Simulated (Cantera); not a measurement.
Feed: 1 mol SiH2Cl2, 0.32 mol NH3, 9.3 mol N2, held at 13300 Pa.

Equilibrium computed with Cantera from the NASA thermochemical tables; the gas is ideal and each condensed phase is pure. Candidate condensed phases: NH4Cl, Si, Si3N4; 28 gas species. Kinetics and transport are ignored.

Q: What share of the Si ends up in condensed phases as a function of T (K), at 1298, 1348, 1398, 1448, 1498, 1548, 1598, 1648, 1698, 1748, 1798, 1848?

A: 
| T (K) | Si condensed (%) | as |
|---|---|---|
| 1298 | 89.6 | Si3N4(s) |
| 1348 | 89.5 | Si3N4(s) |
| 1398 | 88.9 | Si3N4(s) |
| 1448 | 87.4 | Si3N4(s) |
| 1498 | 84.9 | Si3N4(s) |
| 1548 | 80.9 | Si3N4(s) |
| 1598 | 75.5 | Si3N4(s) |
| 1648 | 69.0 | Si3N4(s) |
| 1698 | 61.9 | Si3N4(s) |
| 1748 | 54.8 | Si3N4(s) |
| 1798 | 47.9 | Si3N4(s) |
| 1848 | 41.6 | Si3N4(s) |
